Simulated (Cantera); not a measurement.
## Equilibrium for silicon nitride deposition: SiCl₄ + N₂ + H₂

Feed: 1 mol SiCl₄, 12 mol N₂, 68 mol H₂, at 1648.15 K.

Method: chemical equilibrium by Gibbs-energy minimisation in Cantera with the NASA 1993 tables (ideal gas, pure condensed phases). Candidate condensed phases: NH₄Cl, Si, Si₃N₄; 28 gas species. The tables' values for SiCl, SiCl₃, SiN are old estimates; treat these amounts as uncertain. Equilibrium is a limit: real reactors are often held back by kinetics, nucleation or transport.

From 5.00e-5 bar to 0.00260 bar the condensed part is Si(s). From 0.0190 bar to 1.00 bar the condensed part is Si₃N₄(s). The main Si-bearing gas is SiCl₂ throughout. The share of Si in condensed phases is highest at 1.00 bar (97.4 %) and lowest at 5.00e-5 bar (5.2 %).

```tsv
P (Pa)	log p H₂	log p N₂	log p HCl	log p H	log p SiCl₂	n Si(s)	n Si₃N₄(s)
5	-4.40	-5.14	-5.75	-6.25	-6.54	0.0517	0
36	-3.54	-4.28	-4.88	-5.82	-5.67	0.441	0
260	-2.68	-3.42	-4.02	-5.39	-4.81	0.499	0
1900	-1.81	-2.57	-3.09	-4.96	-4.22	0	0.247
14000	-0.94	-1.71	-2.18	-4.52	-3.85	0	0.305
100000	-0.09	-0.86	-1.31	-4.10	-3.53	0	0.325
```
log p: log10 of the partial pressure in bar; n: condensed amount in mol.
